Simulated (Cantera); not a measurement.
**Low-pressure radical oxidation in H2/O2**

An isothermal, constant-pressure homogeneous reactor starts with 0.990 % H2, 99.0 % O2, at 1300 K and 2670 Pa.

Model: the H2/O2 subset of GRI-Mech 3.0, which has no nitrogen chemistry, integrated in Cantera. Radical loss at walls, strong at low pressure, is not modelled.

```tsv
t (s)	x H2	x O2	x H2O	x H	x O
2.00e-6	0.00990	0.990	<1e-12	1.92e-10	1.42e-11
6.92e-6	0.00990	0.990	2.54e-12	5.64e-10	1.51e-10
2.39e-5	0.00990	0.990	8.03e-11	1.24e-9	1.30e-9
8.27e-5	0.00990	0.990	1.82e-9	2.19e-9	8.14e-9
0.000286	0.00990	0.990	3.74e-8	7.38e-9	5.94e-8
0.000989	0.00990	0.990	2.78e-6	2.58e-7	2.61e-6
0.00342	0.000664	0.982	0.00808	0.000526	0.00736
0.0118	3.63e-5	0.982	0.00924	0.000286	0.00765
0.0409	2.57e-5	0.984	0.00940	0.000168	0.00534
0.142	1.06e-5	0.988	0.00964	4.32e-5	0.00215
0.489	2.10e-6	0.990	0.00982	3.79e-6	0.000422
1.69	2.82e-7	0.990	0.00991	1.87e-7	5.66e-5
5.85	4.05e-8	0.990	0.00993	1.03e-8	8.16e-6
20.2	8.70e-9	0.990	0.00994	1.03e-9	1.76e-6
70.0	5.37e-9	0.990	0.00994	5.02e-10	1.09e-6
```
x: mole fraction; the columns are a selection and need not sum to one.

Equilibrium at this temperature and pressure: H2 5.35e-9, O2 0.990, H2O 0.00994, H 4.99e-10, O 1.09e-6 (gas phase only).
